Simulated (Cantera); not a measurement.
A Cantera script and what it prints.

```python
import numpy as np
import cantera as ct

gas_names = [...]  # 109 gases of nasa_gas.yaml made of C, Cl, H, Si
cond_names = """
    C(gr) C6H6(L) C7H8(L) C8H18(L),n-octa Si(cr) Si(L) SiC(b)
""".split()


# ... load() reads the species with a 1 bar reference pressure and builds the phases ...
atoms = {
    'SiHCl3': {'Si': 1, 'H': 1, 'CL': 3},
    'C2H4': {'C': 2, 'H': 4},
    'H2': {'H': 2},
}
top_T = {'C(gr)': 4500, 'SiC(b)': 3050}  # K; cautious upper limits of use, not melting points


# ... equilibrate(T, P, feed) seeds the gas with the atoms and calls Mixture.equilibrate('TP', solver="vcs", rtol=1e-11, max_steps=5000) ...
results = []
T = 1973  # K
P = 3000  # Pa
for m in [69, 88, 110, 140, 180, 230, 290, 360, 460]:
    feed = {'SiHCl3': 1, 'C2H4': 0.33, 'H2': m}  # mol
    mix = equilibrate(T, P, feed)
    results.append((T, P, feed, dict(zip(mix.species_names, mix.species_moles))))

top = {s: max(r[3][s] / sum(r[3][g] for g in gas_names) for r in results) for s in gas_names}
cols = sorted((s for s in top if top[s] > 0.0001), key=lambda s: -top[s])[:6]
seen = [c for c in cond_names if any(r[3].get(c, 0) > 1e-12 for r in results)]
print("log10 of partial pressures in bar; condensed amounts in mol")
print(f"{'n(H2)':>10s}" + "".join(f"{s[:9]:>10s}" for s in cols + seen))
for T, P, feed, n in results:
    ng = sum(n[g] for g in gas_names)
    print(f"{feed['H2']:10.4g}" + "".join(f"{np.log10(max(n[s] / ng * P / 1e5, 1e-99)):10.3f}" for s in cols)
          + "".join(f"{n.get(c, 0):10.4g}" for c in seen))
```

Result:

```
log10 of partial pressures in bar; condensed amounts in mol
     n(H2)        H2       HCL         H     SiCL2        Si      SiCL     Si(L)    SiC(b)
        69    -1.544    -2.980    -3.642    -4.023    -4.501    -5.179  0.001388    0.6579
        88    -1.541    -3.069    -3.640    -4.205    -4.501    -5.270   0.01402    0.6573
       110    -1.538    -3.154    -3.639    -4.376    -4.501    -5.355   0.01521    0.6566
       140    -1.536    -3.247    -3.638    -4.565    -4.501    -5.450  0.003723    0.6557
       180    -1.534    -3.344    -3.637    -4.792    -4.532    -5.579         0    0.6548
       230    -1.532    -3.441    -3.636    -5.038    -4.583    -5.727         0    0.6537
       290    -1.531    -3.534    -3.635    -5.286    -4.644    -5.881         0    0.6524
       360    -1.530    -3.622    -3.635    -5.529    -4.709    -6.035         0    0.6507
       460    -1.529    -3.724    -3.635    -5.814    -4.790    -6.219         0    0.6476
```

Equilibrium computed with Cantera from the NASA thermochemical tables; the gas is ideal and each condensed phase is pure. Mutual solubility and eutectic melting of coexisting phases are not modelled. The tables' values for SiCl are old estimates; treat these amounts as uncertain. Gases not in the tables: Si2H6 and higher silanes.
